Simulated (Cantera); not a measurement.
A closed system holds: 1 mol C2H4, 0.058 mol H2O, 14 mol N2, 6.6 mol H2, held at 27.0 bar.

These are equilibrium values from Cantera (NASA tables, ideal gas, pure condensed phases), not measurements of a reactor. Candidate condensed phases: C, C6H6, C7H8, C8H18, H2O; 136 gas species. The numbers say what is thermodynamically allowed, not how fast it happens.

x: gas mole fraction; n: condensed amount in mol.

```csv
T (K),x N2,x H2,x CH4,x HCN,x CO,x H2O,x NH3,n C(graphite)
1000,0.677,0.223,0.0961,(withheld),0.000670,0.00212,0.00136,0
1150,0.650,0.292,0.0540,(withheld),0.00196,0.000726,0.000839,0.795
1300,0.632,0.341,0.0246,(withheld),0.00241,0.000202,0.000529,1.40
1450,0.623,0.362,0.0117,(withheld),0.00252,6.14e-5,0.000336,1.67
1600,0.620,0.371,0.00605,(withheld),0.00255,2.23e-5,0.000224,1.78
1750,0.617,0.374,0.00345,(withheld),0.00255,9.49e-6,0.000158,1.81
1900,0.615,0.375,0.00213,(withheld),0.00255,4.61e-6,0.000116,1.77
2050,0.613,0.374,0.00141,(withheld),0.00255,2.49e-6,8.94e-5,1.68
```

Problem. Complete the blanks.

Solution. 
- 1000, x HCN: 1.51e-6
- 1150, x HCN: 1.82e-5
- 1300, x HCN: 9.60e-5
- 1450, x HCN: 0.000348
- 1600, x HCN: 0.000981
- 1750, x HCN: 0.00230
- 1900, x HCN: 0.00468
- 2050, x HCN: 0.00855
